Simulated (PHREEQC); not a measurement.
A PHREEQC speciation (ion-association model, phreeqc.dat) at 25 °C gives pH 4.09 and these molalities:

| species | mol/kgw |
|---|---|
| AlSO4+ | 0.00503 |
| SO4-2 | 0.00465 |
| Al+3 | 0.00142 |
| Al(SO4)2- | 0.000436 |
| AlOH+2 | 0.000103 |
| H+ | 9.18e-5 |
| Cu+2 | 7.49e-5 |
| CuSO4 | 2.51e-5 |
| HSO4- | 2.50e-5 |
| Al(OH)2+ | 6.71e-6 |
| AlHSO4+2 | 5.48e-8 |
| Al(OH)3 | 1.06e-8 |

Q: What are the element totals, and what could have been dissolved in 1 kg of water to give them?

A: One answer among several that fit: totals Al 0.00700, Cu(2) 0.000100, S(6) 0.0106 mol/kgw, from 3.5 mmol/kgw Al2(SO4)3 and 0.1 mmol/kgw CuSO4.

Precipitation was switched off in this run. Examples of supersaturated solids here: Gibbsite (slow to form). Others may be too.
